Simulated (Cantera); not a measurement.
A closed system holds: 1 mol CH₃F, 0.55 mol HCl, 0.073 mol F₂, equilibrated at 1600 °C and 560 Pa.

Cantera equilibrium calculation (NASA polynomials, part measured and part estimated; ideal gas, pure solids and liquids). Candidate condensed phases: C, C₆H₆, C₇H₈, C₈H₁₈; 118 gas species. Equilibrium is a limit: real reactors are often held back by kinetics, nucleation or transport.

Base state: HF 0.435, H₂ 0.351, HCl 0.207, H 0.00511, Cl 0.00228, C₂H₂ (acetylene) 0.000110 (mole fractions); condensed: C(graphite).

Task: What changes in the equilibrium state with this change: 0.11 mol Cl₂ added?

Result: 
```tsv
species	before	after
HF	0.435	0.418
H₂	0.351	0.297
HCl	0.207	0.277
Cl	0.00228	0.00333
C₂H₂ (acetylene)	0.000110	9.28e-5
H	0.00511	0.00471
C(graphite), mol	0.999	0.999
```

Task: What changes in the equilibrium state with this change: HCl from 0.55 to 0.012 mol?

Result: 
```
species             before     after
----------------  --------  --------
HF                   0.435     0.548
H₂                   0.351     0.440
H                  0.00511   0.00573
HCl                  0.207   0.00568
Cl                 0.00228   5.60e-5
C₂H₂ (acetylene)  0.000110  0.000138
C(graphite), mol     0.999     0.999
```

Task: What changes in the equilibrium state with this change: HCl from 0.55 to 0.84 mol?

Result: 
```json
[
 {"species": "HF", "before": "0.435", "after": "0.392"},
 {"species": "H₂", "before": "0.351", "after": "0.316"},
 {"species": "HCl", "before": "0.207", "after": "0.284"},
 {"species": "Cl", "before": "0.00228", "after": "0.00330"},
 {"species": "C₂H₂ (acetylene)", "before": "0.000110", "after": "9.87e-5"},
 {"species": "H", "before": "0.00511", "after": "0.00485"},
 {"species": "C(graphite), mol", "before": "0.999", "after": "0.999"}
]
```
